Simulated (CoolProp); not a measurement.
n-perfluorohexane along the isobar 742 kPa: Z from the reference equation and from simpler models built on Tc = 448.0 K, pc = 1742 kPa, ω = 0.497; each cubic takes its own stable root.

Computed with CoolProp (reference Helmholtz-energy equation of state, Gao 2022).

```json
[
 {"T (K)": "240.3", "phase": "liquid", "reference": "0.06822", "van der Waals": "0.1229", "Redlich-Kwong": "0.08325", "Peng-Robinson": "0.07051"},
 {"T (K)": "250.3", "phase": "liquid", "reference": "0.06649", "van der Waals": "0.1195", "Redlich-Kwong": "0.08114", "Peng-Robinson": "0.06845"},
 {"T (K)": "260.3", "phase": "liquid", "reference": "0.06492", "van der Waals": "0.1165", "Redlich-Kwong": "0.07927", "Peng-Robinson": "0.06661"},
 {"T (K)": "270.3", "phase": "liquid", "reference": "0.06350", "van der Waals": "0.1138", "Redlich-Kwong": "0.07764", "Peng-Robinson": "0.06498"},
 {"T (K)": "280.4", "phase": "liquid", "reference": "0.06221", "van der Waals": "0.1114", "Redlich-Kwong": "0.07620", "Peng-Robinson": "0.06352"},
 {"T (K)": "290.4", "phase": "liquid", "reference": "…", "van der Waals": "0.1094", "Redlich-Kwong": "0.07499", "Peng-Robinson": "0.06226"},
 {"T (K)": "300.4", "phase": "liquid", "reference": "0.06004", "van der Waals": "0.1075", "Redlich-Kwong": "0.07398", "Peng-Robinson": "0.06118"},
 {"T (K)": "310.4", "phase": "liquid", "reference": "0.05914", "van der Waals": "0.1060", "Redlich-Kwong": "…", "Peng-Robinson": "…"},
 {"T (K)": "320.4", "phase": "liquid", "reference": "0.05836", "van der Waals": "0.1047", "Redlich-Kwong": "0.07257", "Peng-Robinson": "0.05953"},
 {"T (K)": "330.4", "phase": "liquid", "reference": "0.05770", "van der Waals": "0.1038", "Redlich-Kwong": "0.07218", "Peng-Robinson": "0.05897"},
 {"T (K)": "340.4", "phase": "liquid", "reference": "0.05718", "van der Waals": "0.1031", "Redlich-Kwong": "0.07202", "Peng-Robinson": "0.05861"},
 {"T (K)": "350.4", "phase": "liquid", "reference": "0.05678", "van der Waals": "0.1028", "Redlich-Kwong": "0.07212", "Peng-Robinson": "…"},
 {"T (K)": "360.4", "phase": "liquid", "reference": "0.05654", "van der Waals": "0.1030", "Redlich-Kwong": "0.07253", "Peng-Robinson": "0.05855"},
 {"T (K)": "370.4", "phase": "liquid", "reference": "0.05647", "van der Waals": "0.7400", "Redlich-Kwong": "0.07331", "Peng-Robinson": "0.05893"}
]
```

Task: Complete the blanks.

Result: 
- 290.4, reference: 0.06106
- 310.4, Redlich-Kwong: 0.07317
- 310.4, Peng-Robinson: 0.06026
- 350.4, Peng-Robinson: 0.05845

At some of these states van der Waals gives the other phase, because its saturation line lies elsewhere.
